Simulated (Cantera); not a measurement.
**Aluminium and copper etching: Al + Cl₂ + H₂ + HCl**

Feed: 1 mol Al, 0.59 mol Cl₂, 0.31 mol H₂, 6.4 mol HCl, held at 2900 Pa.

Cantera equilibrium calculation (NASA polynomials, part measured and part estimated; ideal gas, pure solids and liquids). Candidate condensed phases: Al, AlCl₃; 12 gas species. The tables' values for AlCl₂ are old estimates; treat these amounts as uncertain. Rates play no part.

From 127 °C to 1127 °C nothing is condensed. The main Al-bearing gas is Al₂Cl₆ at 127 °C and AlCl₃ at 1127 °C.

| T (°C) | x HCl | x H₂ | x AlCl₃ | x Al₂Cl₆ | x AlCl₂ | x Cl | x H | x AlCl |
|---|---|---|---|---|---|---|---|---|
| 127 | 0.727 | 0.194 | 9.10e-5 | 0.0793 | <1e-12 | <1e-12 | <1e-12 | <1e-12 |
| 227 | 0.726 | 0.193 | 0.00377 | 0.0773 | <1e-12 | <1e-12 | <1e-12 | <1e-12 |
| 327 | 0.713 | 0.190 | 0.0383 | 0.0587 | <1e-12 | <1e-12 | <1e-12 | <1e-12 |
| 427 | 0.685 | 0.182 | 0.116 | 0.0168 | 5.58e-12 | <1e-12 | <1e-12 | <1e-12 |
| 527 | 0.675 | 0.180 | 0.143 | 0.00199 | 6.12e-10 | 2.81e-11 | 7.21e-12 | <1e-12 |
| 627 | 0.674 | 0.179 | 0.147 | 0.000292 | 2.00e-8 | 1.07e-9 | 2.91e-10 | <1e-12 |
| 727 | 0.674 | 0.179 | 0.147 | 6.23e-5 | 3.19e-7 | 1.97e-8 | 5.64e-9 | 9.47e-11 |
| 827 | 0.674 | 0.179 | 0.147 | 1.79e-5 | 3.03e-6 | 2.16e-7 | 6.43e-8 | 3.88e-9 |
| 927 | 0.674 | 0.179 | 0.147 | 6.41e-6 | 1.97e-5 | 1.60e-6 | 4.91e-7 | 8.49e-8 |
| 1027 | 0.674 | 0.179 | 0.147 | 2.72e-6 | 9.50e-5 | 8.72e-6 | 2.75e-6 | 1.14e-6 |
| 1127 | 0.674 | 0.179 | 0.147 | 1.32e-6 | 0.000364 | 3.74e-5 | 1.21e-5 | 1.05e-5 |
x: gas mole fraction; nothing condenses.
